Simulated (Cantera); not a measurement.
Charge: 1 mol C₂F₆, equilibrated at 1500 K and 1.00 Torr.

These are equilibrium values from Cantera (NASA tables, ideal gas, pure condensed phases), not measurements of a reactor. Candidate condensed phases: C; 13 gas species. The feed counts by its element totals alone. Gases not in the tables: C₂F₆ and larger saturated fluorocarbons. Kinetics and transport are ignored.

Base state: CF₄ 0.998, CF₂ 0.00117, F 0.000283, CF₃ 0.000164 (mole fractions); condensed: C(graphite).

Q: What changes in the equilibrium state with this change: pressure from 1.00 Torr to 0.0750 Torr?

A: 
```tsv
species	before	after
CF₄	0.998	0.993
CF₂	0.00117	0.00426
F	0.000283	0.00197
CF₃	0.000164	0.000312
C(graphite), mol	0.499	0.497
```
